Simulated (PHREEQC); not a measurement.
Make-up at 25 °C: 0.0039 mol/kgw TMAH, 0.029 mol/kgw KHSO4 and 0.27 mol/kgw H3BO3. Closed to the air; pH follows from the charge balance.

Computed with PHREEQC (ion-association model, phreeqc.dat).

Question: The ionic strength comes out as 0.0628 mol/kgw. What activity coefficients do K+, SO4-2, HSO4-, H+, KSO4- get?

Answer: K+ 0.80, SO4-2 0.43, HSO4- 0.81, H+ 0.85, KSO4- 0.82.

Precipitation was switched off in this run. (CH3)4N+ isn't in the database: it is added as a free cation with an ion size of 4 Å.
